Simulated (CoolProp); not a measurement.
Saturation properties of ethylene.

The numbers come from the reference Helmholtz-energy equation of state, Smukala 2000 in CoolProp.

```csv
T (K),p (MPa),liquid density (kg/m³),enthalpy of vaporisation (kJ/kg),liquid cp (kJ/(kg K))
167.8,0.09224,569.9,484.7,2.415
175.9,0.1464,558.2,472.7,2.431
184,0.2223,546.2,460.1,2.454
192,0.3234,534.0,446.8,2.486
200.1,0.4574,521.1,432.3,2.529
208.2,0.6286,507.6,416.6,2.586
216.3,0.8429,493.4,399.4,2.660
224.3,1.102,478.6,380.8,2.754
232.4,1.420,462.5,359.9,2.881
240.5,1.798,445.0,336.3,3.056
```

It boils at 169.4 K under 1 atm.
